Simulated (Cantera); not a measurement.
Input (Python, Cantera):

```python
import numpy as np
import cantera as ct

gas = ct.Solution("gri30.yaml")
gas.TPX = 1998, 1333, {'NO': 1, 'N2': 0.25, 'H2O': 0.0028}
reactor = ct.IdealGasConstPressureReactor(gas, energy="off", clone=False)
net = ct.ReactorNet([reactor])
net.rtol, net.atol = 1e-08, 1e-18
show = ['NO', 'NO2', 'O', 'N2O', 'N2', 'O2']
times = np.geomspace(0.001, 7, 13)

steps = ct.SolutionArray(gas, extra=["t"])
rows = []
print(f"{'t/s':>10s}{'T/K':>9s}{'P/Pa':>11s}" + "".join(f"{s:>11s}" for s in show))
for t in times:
    while net.time < t:
        t_next = net.step()
        steps.append(gas.state, t=t_next)
    rows.append([np.interp(t, steps.t, y) for y in (steps.T, steps.P, *steps(*show).X.T)])
    print(f"{t:10.3e}{rows[-1][0]:9.1f}{rows[-1][1]:11.4g}" + "".join(f"{x:11.3e}" for x in rows[-1][2:]))
rate = np.gradient(steps.T, steps.t)
print("integrator steps:", len(steps.t))
if steps.T.max() > steps.T[0] + 200:
    print(f"time of steepest temperature rise: {steps.t[rate.argmax()]:.4e} s")
gas.TPX = 1998, 1333, {'NO': 1, 'N2': 0.25, 'H2O': 0.0028}
gas.equilibrate("TP")
print(f"equilibrium (TP): T = {gas.T:.1f} K  " + "  ".join(f"{s} {gas[s].X[0]:.3e}" for s in show))
```

Result:

```
       t/s      T/K       P/Pa         NO        NO2          O        N2O         N2         O2
 1.000e-03   1998.0       1333  7.982e-01  9.177e-08  9.248e-06  9.564e-06  1.996e-01  7.777e-08
 2.091e-03   1998.0       1333  7.982e-01  4.918e-07  1.836e-05  1.964e-05  1.996e-01  3.599e-07
 4.374e-03   1998.0       1333  7.981e-01  2.639e-06  3.479e-05  3.954e-05  1.996e-01  1.941e-06
 9.147e-03   1998.0       1333  7.980e-01  1.078e-05  6.210e-05  7.586e-05  1.996e-01  1.339e-05
 1.913e-02   1998.0       1333  7.977e-01  1.660e-05  1.029e-04  1.268e-04  1.996e-01  9.459e-05
 4.001e-02   1998.0       1333  7.970e-01  1.200e-05  1.575e-04  1.448e-04  1.999e-01  4.097e-04
 8.367e-02   1998.0       1333  7.952e-01  1.161e-05  2.803e-04  1.081e-04  2.007e-01  1.192e-03
 1.750e-01   1998.0       1333  7.911e-01  1.571e-05  4.679e-04  9.910e-05  2.027e-01  3.085e-03
 3.659e-01   1998.0       1333  7.820e-01  2.455e-05  6.728e-04  1.084e-04  2.072e-01  7.449e-03
 7.653e-01   1998.0       1333  7.619e-01  3.796e-05  9.448e-04  1.128e-04  2.172e-01  1.729e-02
 1.600e+00   1998.0       1333  7.163e-01  5.651e-05  1.329e-03  1.037e-04  2.399e-01  3.976e-02
 3.347e+00   1998.0       1333  6.154e-01  7.587e-05  1.870e-03  7.503e-05  2.902e-01  8.975e-02
 7.000e+00   1998.0       1333  4.220e-01  7.722e-05  2.566e-03  3.281e-05  3.867e-01  1.859e-01
integrator steps: 894
equilibrium (TP): T = 1998.0 K  NO 9.060e-03  NO2 2.468e-06  O 3.593e-03  N2O 5.102e-08  N2 5.929e-01  O2 3.917e-01
```

Detailed kinetics in Cantera: GRI-Mech 3.0 (53 species, 325 reactions). Radical loss at walls, strong at low pressure, is not modelled.
